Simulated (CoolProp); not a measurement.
A simple Rankine cycle with propane: condensing at 305.15 K, boiler at 3.22 MPa, turbine inlet 359.7 K, turbine efficiency 0.75, pump efficiency 0.6, no recuperator. Each further row changes one setting.

Values from CoolProp's reference Helmholtz-energy equation of state, Lemmon 2009.

| case | thermal efficiency (%) | net work (kJ/kg) | heat in (kJ/kg) | turbine exit temperature (K) | volume ratio over the turbine |
|---|---|---|---|---|---|
| as stated | … | … | 358 | 308.9 | … |
| turbine inlet 379.7 K | 8.0 | 33.7 | 420 | 335.7 | 3.07 |
| condensing temperature 297.15 K | 8.8 | 33.3 | 379 | 301.4 | 4.07 |
| boiler pressure 2.25 MPa | 5.7 | 23.1 | 402 | 332.3 | 2.06 |
| turbine efficiency 0.65 | 6.3 | 22.4 | 358 | 311.1 | 3.35 |

Task: Some entries are withheld; supply them.

Result: 
- as stated, thermal efficiency (%): 7.5
- as stated, net work (kJ/kg): 27.0
- as stated, volume ratio over the turbine: 3.31
